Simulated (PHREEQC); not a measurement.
A solution holds 0.00026 mol/kgw HF, 0.00088 mol/kgw NH4F and 0.002 mol/kgw H2SiF6, at 10 °C. Closed to the air; pH follows from the charge balance.

The numbers come from PHREEQC with the ion-association model, phreeqc.dat.

Precipitation was switched off in this run.

**Question.** Predict the pH, ionic strength.

**Answer.** pH 2.52; ionic strength 0.00598 mol/kgw.

**Question.** In which forms is Si present?

**Answer.** SiF6-2 91 %, H4SiO4 9.1 % of the Si.

Examples of supersaturated solids here: Quartz (slow to form). Others may be too. At this temperature some constants are extrapolated from 25 °C, and those without enthalpy data are left unchanged. SiF6-2 is the database's only silicon fluoride.
